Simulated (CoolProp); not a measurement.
A single-stage vapour-compression cycle with R236FA: evaporating at 251.15 K (dew point), condensing at 298.15 K (bubble point), superheat 10 K, subcooling 0 K, compressor efficiency 0.75, no pressure losses. Each further row changes one setting.

Model: reference Helmholtz-energy equation of state, Pan 2012, in CoolProp.

| case | cooling COP | pressure ratio | discharge temperature (K) | refrigerating effect (kJ/kg) | volumetric capacity (kJ/m³) |
|---|---|---|---|---|---|
| as stated | 3.20 | 6.87 | 312.8 | 121 | 341 |
| evaporating temperature 256.15 K | ___ | ___ | ___ | 124 | 443 |
| condensing temperature 293.15 K | ___ | 5.79 | 308.0 | 127 | 359 |
| subcooling 5 K | 3.37 | 6.87 | 312.8 | 127 | 359 |
| superheat 20 K | ___ | 6.87 | ___ | 128 | ___ |
| compressor efficiency 0.65 | 2.78 | 6.87 | ___ | 121 | 341 |

Complete the blanks.


- evaporating temperature 256.15 K, cooling COP: 3.76
- evaporating temperature 256.15 K, pressure ratio: 5.37
- evaporating temperature 256.15 K, discharge temperature (K): 311.6
- condensing temperature 293.15 K, cooling COP: 3.71
- superheat 20 K, cooling COP: 3.27
- superheat 20 K, discharge temperature (K): 323.2
- superheat 20 K, volumetric capacity (kJ/m³): 349
- compressor efficiency 0.65, discharge temperature (K): 319.2
